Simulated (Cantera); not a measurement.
What does this Cantera script print?

```python
import numpy as np
import cantera as ct

gas = ct.Solution("gri30.yaml")
gas.TPX = 1800, 100000, {'CH4': 1, 'N2': 160, 'H2O': 3.4}
inlet = ct.Reservoir(gas, clone=True)

reactor = ct.IdealGasConstPressureReactor(gas, energy="off", clone=False)
exhaust = ct.Reservoir(gas, clone=True)
tau = [8.7, 3.3, 1.3, 0.49, 0.19, 0.071, 0.027, 0.01, 0.004][0]
for a, b in ((inlet, reactor), (reactor, exhaust)):
    ct.MassFlowController(a, b, mdot=lambda t: reactor.mass / tau)
net = ct.ReactorNet([reactor])
show = ['CH4', 'CH2', 'HCN', 'C2H2', 'C2H4', 'H']

rows = []
print(f"{'tau/s':>10s}{'T/K':>9s}" + "".join(f"{s:>11s}" for s in show))
for tau in [8.7, 3.3, 1.3, 0.49, 0.19, 0.071, 0.027, 0.01, 0.004]:
    net.initial_time = 0.0
    net.advance(30 * tau)
    before = gas.X
    net.advance(40 * tau)
    drift = np.max(np.abs(gas.X - before) / (gas.X + 1e-9))
    rows.append([gas.T, *gas[show].X, drift])
    print(f"{tau:10.3e}{gas.T:9.1f}" + "".join(f"{x:11.3e}" for x in gas[show].X))
```

It prints:

```
     tau/s      T/K        CH4        CH2        HCN       C2H2       C2H4          H
 8.700e+00   1800.0  1.003e-04  1.462e-08  1.512e-05  4.279e-05  7.970e-08  4.750e-05
 3.300e+00   1800.0  1.930e-04  2.964e-08  2.769e-05  1.531e-04  3.020e-07  4.678e-05
 1.300e+00   1800.0  3.253e-04  5.449e-08  3.515e-05  4.038e-04  9.000e-07  4.528e-05
 4.900e-01   1800.0  5.109e-04  9.680e-08  3.175e-05  8.410e-04  2.423e-06  4.237e-05
 1.900e-01   1800.0  7.496e-04  1.599e-07  2.305e-05  1.322e-03  5.885e-06  3.810e-05
 7.100e-02   1800.0  1.109e-03  2.539e-07  1.430e-05  1.679e-03  1.467e-05  3.250e-05
 2.700e-02   1800.0  1.661e-03  3.742e-07  7.726e-06  1.735e-03  3.576e-05  2.649e-05
 1.000e-02   1800.0  2.509e-03  5.153e-07  3.395e-06  1.448e-03  8.302e-05  2.020e-05
 4.000e-03   1800.0  3.526e-03  6.262e-07  1.260e-06  9.397e-04  1.508e-04  1.423e-05
```

Model: GRI-Mech 3.0 (53 species, 325 reactions), integrated in Cantera.
